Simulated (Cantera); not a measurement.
Cantera run:

```python
import numpy as np
import cantera as ct

gas_names = [...]  # 95 gases of nasa_gas.yaml made of C, F, H
cond_names = """
    C(gr) C6H6(L) C7H8(L) C8H18(L),n-octa
""".split()


# ... load() reads the species with a 1 bar reference pressure and builds the phases ...
atoms = {
    'CH2F2': {'C': 1, 'H': 2, 'F': 2},
    'H2': {'H': 2},
}
top_T = {'C(gr)': 4500}  # K; cautious upper limits of use, not melting points


# ... equilibrate(T, P, feed) seeds the gas with the atoms and calls Mixture.equilibrate('TP', solver="vcs", rtol=1e-11, max_steps=5000) ...
results = []
feed = {'CH2F2': 1, 'H2': 2.3}  # mol
P = 10000  # Pa
for T in [1148, 1348, 1548, 1748, 1948, 2148, 2348, 2548, 2748, 2948]:
    mix = equilibrate(T, P, feed)
    results.append((T, P, feed, dict(zip(mix.species_names, mix.species_moles))))

top = {s: max(r[3][s] / sum(r[3][g] for g in gas_names) for r in results) for s in gas_names}
cols = sorted((s for s in top if top[s] > 1e-06), key=lambda s: -top[s])[:9]
seen = [c for c in cond_names if any(r[3].get(c, 0) > 1e-12 for r in results)]
print("log10 of partial pressures in bar; condensed amounts in mol")
print(f"{'T/K':>10s}" + "".join(f"{s[:9]:>10s}" for s in cols + seen))
for T, P, feed, n in results:
    ng = sum(n[g] for g in gas_names)
    print(f"{T:10.4g}" + "".join(f"{np.log10(max(n[s] / ng * P / 1e5, 1e-99)):10.3f}" for s in cols)
          + "".join(f"{n.get(c, 0):10.4g}" for c in seen))
```

Result:

```
log10 of partial pressures in bar; condensed amounts in mol
       T/K        H2        HF         H C2H2,acet       C2H        C3         F       CH4      C4H2     C(gr)
      1148    -1.273    -1.332    -7.781    -8.703   -19.184   -26.628   -13.842    -4.169   -16.569    0.9971
      1348    -1.272    -1.332    -6.272    -7.192   -15.373   -21.000   -11.423    -4.778   -13.537    0.9993
      1548    -1.272    -1.332    -5.147    -6.076   -12.552   -16.843    -9.624    -5.232   -11.296    0.9997
      1748    -1.272    -1.333    -4.277    -5.219   -10.381   -13.652    -8.232    -5.581    -9.572    0.9994
      1948    -1.274    -1.333    -3.584    -4.542    -8.659   -11.129    -7.123    -5.858    -8.208    0.9975
      2148    -1.279    -1.335    -3.019    -3.996    -7.262    -9.086    -6.218    -6.087    -7.106    0.9912
      2348    -1.292    -1.339    -2.554    -3.554    -6.110    -7.399    -5.464    -6.293    -6.203    0.9754
      2548    -1.322    -1.348    -2.171    -3.201    -5.151    -5.986    -4.823    -6.500    -5.465    0.9425
      2748    -1.380    -1.365    -1.858    -2.934    -4.349    -4.784    -4.267    -6.741    -4.869    0.8826
      2948    -1.484    -1.393    -1.614    -2.757    -3.685    -3.751    -3.773    -7.052    -4.410    0.7676
```

Equilibrium computed with Cantera from the NASA thermochemical tables; the gas is ideal and each condensed phase is pure.
